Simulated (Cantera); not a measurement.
Feed: 1 mol Fe₂O₃, 0.61 mol H₂S, 1.4 mol CO₂, equilibrated at 140000 Pa.

Method: chemical equilibrium by Gibbs-energy minimisation in Cantera with the NASA 1993 tables (ideal gas, pure condensed phases). Candidate condensed phases: C, C₆H₆, C₇H₈, C₈H₁₈, Fe, Fe(CO)₅, FeO, Fe(OH)₂, Fe(OH)₃, FeS, FeSO₄, FeS₂, Fe₂O₃, Fe₂(SO₄)₃, Fe₃O₄, H₂O, H₂SO₄, S; 127 gas species. Metal and sulfide melt together well below either melting point, which pure phases cannot show. Mutual solubility and eutectic melting of coexisting phases are not modelled. The tables' stoichiometric FeO is somewhat more stable than real wüstite, so its field is too wide. FeO, FeS: taken at fixed stoichiometry. Gases not in the tables: S₃ to S₇. Kinetics and transport are ignored.

### Question
Which condensed phases are stable at each of these points (T (°C)): 752, 802, 852, 902, 952, 1002, 1052, 1102, 1152, 1202, 1252, 1302, 1352, 1402?

### Answer
```
T (°C)            condensed phases  Fe condensed (%)
------  --------------------------  ----------------
752              FeS(s) + Fe₃O₄(s)             100.0
802              FeS(s) + Fe₃O₄(s)             100.0
852              FeS(s) + Fe₃O₄(s)             100.0
902              FeS(s) + Fe₃O₄(s)             100.0
952              FeS(s) + Fe₃O₄(s)             100.0
1002             FeS(s) + Fe₃O₄(s)             100.0
1052             FeS(s) + Fe₃O₄(s)             100.0
1102    FeO(s) + FeS(s) + Fe₃O₄(s)             100.0
1152               FeO(s) + FeS(s)             100.0
1202               FeO(s) + FeS(l)             100.0
1252               FeO(s) + FeS(l)             100.0
1302               FeO(s) + FeS(l)             100.0
1352               FeO(s) + FeS(l)             100.0
1402                        FeO(l)             100.0
```

From 752 °C to 1052 °C the condensed part is FeS(s) + Fe₃O₄(s). At 1102 °C the condensed part is FeO(s) + FeS(s) + Fe₃O₄(s). At 1152 °C the condensed part is FeO(s) + FeS(s). From 1202 °C to 1352 °C the condensed part is FeO(s) + FeS(l). At 1402 °C the condensed part is FeO(l).
